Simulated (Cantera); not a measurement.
A perfectly stirred reactor is fed with H2 : O2 : N2 : H2O = 1 : 0.385 : 1.45 : 0.55 (molar parts), equivalence ratio 1.3, at 710000 Pa; it is adiabatic with a 723 K inlet, and is followed from long to short residence time, starting on the burning branch (τ in s: 0.18, 0.068, 0.026, 0.0099, 0.0038, 0.0014, 0.00055, 0.00021, 7.9e-05, 3e-05, 1.2e-05, 4.4e-06).

Cantera simulation using the H2/O2 subset of GRI-Mech 3.0, which has no nitrogen chemistry; the numbers are that mechanism's predictions, not measurements. The hydrogen kinetics of GRI-Mech 3.0 are dated; newer H2 mechanisms differ, most at raised pressure.

Task: Predict: blow-out, bracketed by the residence times tried; x(H2) at τ = 0.180 s; x(O2) at τ = 0.180 s; x(H2O) at τ = 0.180 s; x(OH) at τ = 0.180 s; x(H2O2) at τ = 0.180 s; x(H2) at τ = 0.550 ms; x(O2) at τ = 0.550 ms; x(H2O) at τ = 0.550 ms; x(OH) at τ = 0.550 ms; x(H2O2) at τ = 0.550 ms.

Result: 
| Quantity | Value |
|---|---|
| blow-out, bracketed by the residence times tried | burning at 4.40 µs, the shortest tried |
| x(H2) at τ = 0.180 s | 0.0766 |
| x(O2) at τ = 0.180 s | 2.53e-5 |
| x(H2O) at τ = 0.180 s | 0.439 |
| x(OH) at τ = 0.180 s | 0.000945 |
| x(H2O2) at τ = 0.180 s | 2.44e-8 |
| x(H2) at τ = 0.550 ms | 0.0776 |
| x(O2) at τ = 0.550 ms | 0.000716 |
| x(H2O) at τ = 0.550 ms | 0.433 |
| x(OH) at τ = 0.550 ms | 0.00318 |
| x(H2O2) at τ = 0.550 ms | 3.22e-7 |
